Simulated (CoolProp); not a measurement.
Saturation properties of R11.

Model: reference Helmholtz-energy equation of state, Jacobsen 1992, in CoolProp.

```csv
T (°C),p (MPa),enthalpy of vaporisation (kJ/kg),liquid cp (kJ/(kg K)),vapour Z,surface tension (mN/m),vapour viscosity (µPa s)
39.75,0.1731,175.3,0.8962,0.9472,15.9,10.6
47.25,0.2177,172.3,0.9049,0.9382,15.0,10.8
54.85,0.2715,169.1,0.9143,0.9279,14.1,11.1
62.45,0.3348,165.9,0.9245,0.9166,13.1,11.3
69.95,0.4077,162.5,0.9353,0.9043,12.2,11.6
77.55,0.4930,158.9,0.9472,(withheld),11.3,11.8
85.15,(withheld),155.1,0.9602,0.8759,10.5,12.1
92.65,0.7016,151.2,0.9742,0.8601,9.59,12.3
100.25,0.8283,146.9,0.9900,0.8427,8.74,12.6
107.85,0.9713,142.4,1.008,(withheld),7.90,12.9
115.35,1.129,(withheld),1.027,0.8040,7.09,13.2
122.95,1.308,132.6,(withheld),0.7823,6.28,13.5
```

Problem. Complete the blanks.

Solution. 
- 77.55, vapour Z: 0.8907
- 85.15, p (MPa): 0.5912
- 107.85, vapour Z: 0.8240
- 115.35, enthalpy of vaporisation (kJ/kg): 137.7
- 122.95, liquid cp (kJ/(kg K)): 1.050

It boils at 23.7 °C under 1 atm.

Viscosity comes from a separate model (Klein 1997), an estimate that may be off by 10 % or more. Surface tension comes from a separate correlation (Mulero 2012).
